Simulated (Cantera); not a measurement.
A perfectly stirred reactor is fed with 2.71 % CH2O, 0.349 % O2, 96.9 % N2, equivalence ratio 7.8, at 2.60 bar; it is held at 1000 K, and followed from long to short residence time.

Detailed kinetics in Cantera: GRI-Mech 3.0 (53 species, 325 reactions).

Predict: x(CH2O) at τ = 6.80 s; x(O2) at τ = 6.80 s; x(N2O) at τ = 6.80 s; x(CH2O) at τ = 0.110 s; x(O2) at τ = 0.110 s; x(OH) at τ = 0.110 s.


```
Property                  Result
----------------------  --------
x(CH2O) at τ = 6.80 s    3.34e-5
x(O2) at τ = 6.80 s     0.000111
x(N2O) at τ = 6.80 s     1.03e-9
x(CH2O) at τ = 0.110 s   0.00152
x(O2) at τ = 0.110 s    0.000496
x(OH) at τ = 0.110 s     2.59e-8
```
